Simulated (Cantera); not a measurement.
A closed system holds: 1 mol MgCO₃, 0.27 mol O₂, 0.17 mol CO₂, at 1.00 bar.

Cantera equilibrium calculation (NASA polynomials, part measured and part estimated; ideal gas, pure solids and liquids). Candidate condensed phases: C, Mg, MgCO₃, MgO; 15 gas species. Rates play no part.

x: gas mole fraction; n: condensed amount in mol.

```
T (°C)  x CO₂   x O₂        x CO         x O  n MgCO₃(s)  n MgO(s)
------  -----  -----  ----------  ----------  ----------  --------
327     0.386  0.614      <1e-12      <1e-12        1.00         0
427     0.812  0.188      <1e-12      <1e-12           0      1.00
527     0.812  0.188      <1e-12      <1e-12           0      1.00
627     0.812  0.188  (withheld)  (withheld)           0      1.00
727     0.812  0.188    1.14e-10    6.81e-11           0      1.00
827     0.812  0.188     2.51e-9     1.08e-9           0      1.00
927     0.812  0.188     3.27e-8     1.09e-8           0      1.00
1027    0.812  0.188     2.87e-7     7.66e-8           0      1.00
1127    0.812  0.188  (withheld)  (withheld)           0      1.00
1227    0.812  0.188     9.18e-6     1.76e-6           0      1.00
1327    0.812  0.188     3.74e-5     6.28e-6           0      1.00
1427    0.812  0.188    0.000129     1.94e-5           0      1.00
1527    0.812  0.188    0.000386     5.27e-5           0      1.00
1627    0.811  0.188     0.00103    0.000129           0      1.00
```

Question: What belongs in the gaps?

Answer: 
- 1127, x CO: 1.84e-6
- 1127, x O: 4.10e-7
- 627, x CO: 2.61e-12
- 627, x O: 2.33e-12
